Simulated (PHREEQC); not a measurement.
Acid mine or pickling water (model solution)

Synthetic water in mg/L, 25 °C, pH 2.16, pe 10.6: Na 15.4; K 7.91; Ca 128; Mg 1.67; Cl 74.7; S(6) as SO4 953; Zn 0.396; Cd 0.0869; Fe(3) 12.1; Pb 0.456.

Valence states are taken as typed.

All values are PHREEQC results (ion-association model, phreeqc.dat), not measurements.

Each row changes one thing in this solution. This is a speciation only: nothing precipitates in the calculation.

| case | ionic strength (mol/kgw) | SO4-2 (mol/kgw) | HSO4- (mol/kgw) | Mg+2 (mol/kgw) | CaHSO4+ (mol/kgw) | MgSO4 (mol/kgw) | SI of Gypsum (CaSO4:2H2O) | SI of Anglesite (PbSO4) |
|---|---|---|---|---|---|---|---|---|
| as made | 0.0241 | 0.00615 | 0.00268 | 4.72e-5 | 4.28e-5 | 2.16e-5 | -0.76 | -0.92 |
| Mg from 1.67 to 0.835 mg/L | 0.0240 | 0.00616 | 0.00268 | 2.36e-5 | 4.28e-5 | ___ | -0.76 | -0.92 |
| Pb from 0.456 to 0.912 mg/L | 0.0241 | 0.00615 | 0.00268 | 4.72e-5 | 4.28e-5 | 2.16e-5 | -0.76 | -0.62 |
| temperature from 25 to 50 °C at the same typed pH | ___ | ___ | 0.00390 | 4.15e-5 | 6.21e-5 | 2.73e-5 | -0.82 | ___ |

Q: What belongs in the gaps?

A: 
- Mg from 1.67 to 0.835 mg/L, MgSO4 (mol/kgw): 1.08e-5
- temperature from 25 to 50 °C at the same typed pH, ionic strength (mol/kgw): 0.0223
- temperature from 25 to 50 °C at the same typed pH, SO4-2 (mol/kgw): 0.00496
- temperature from 25 to 50 °C at the same typed pH, SI of Anglesite (PbSO4): -1.10

Some of these states are supersaturated (in Hematite (slow to form), Goethite (slow to form), for instance). At this temperature some constants are extrapolated from 25 °C, and those without enthalpy data are left unchanged.
